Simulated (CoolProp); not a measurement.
R245fa along the isobar 0.121 MPa: fugacity coefficient from the reference equation and from simpler models built on Tc = 427.0 K, pc = 3.651 MPa, ω = 0.378; each cubic takes its own stable root.

Computed with CoolProp (reference Helmholtz-energy equation of state, Akasaka 2015).

```csv
T (K),phase,reference
266.4,liquid,0.3150
278.8,liquid,0.5496
291.2,liquid,0.9020
303.6,gas,0.9606
316,gas,0.9662
328.4,gas,0.9708
340.8,gas,0.9747
353.2,gas,0.9778
365.6,gas,0.9805
378,gas,0.9828
390.4,gas,0.9847
402.8,gas,0.9864
415.2,gas,0.9878
427.6,gas,0.9891
440,gas,0.9902
```

Q: How far does each simpler model (van der Waals, Peng-Robinson) lie from the reference over these 15 states: mean and median of the absolute difference, and the worst?

A: 
- van der Waals: mean 20.1 %, median 0.7 %, worst +208.2 % at 266.4 K and 0.121 MPa
- Peng-Robinson: mean 0.4 %, median 0.2 %, worst +2.3 % at 266.4 K and 0.121 MPa

At some of these states van der Waals gives the other phase, because its saturation line lies elsewhere.
